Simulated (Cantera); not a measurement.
Charge: 1 mol SiC, 0.0019 mol O2, 730 mol H2, held at 2.40 Torr.

Method: chemical equilibrium by Gibbs-energy minimisation in Cantera with the NASA 1993 tables (ideal gas, pure condensed phases). Candidate condensed phases: C, C6H6, C7H8, C8H18, H2O, Si, SiC, SiO2; 123 gas species. Mutual solubility and eutectic melting of coexisting phases are not modelled. Rates play no part.

Task: Which condensed phases are stable at each of these points (T (°C)): 800, 950, 1100, 1250, 1400, 1550, 1700, 1850, 2000?

Result: 
| T (°C) | condensed phases | Si condensed (%) |
|---|---|---|
| 800 | SiC(s) + SiO2(β-quartz) | 100.0 |
| 950 | SiC(s) | 99.8 |
| 1100 | SiC(s) | 99.8 |
| 1250 | SiC(s) | 99.7 |
| 1400 | SiC(s) | 99.2 |
| 1550 | SiC(s) | 93.3 |
| 1700 | SiC(s) | 45.5 |
| 1850 | gas only | 0.0 |
| 2000 | gas only | 0.0 |

At 800 °C the condensed part is SiC(s) + SiO2(β-quartz). From 950 °C to 1700 °C the condensed part is SiC(s). From 1850 °C to 2000 °C nothing is condensed.
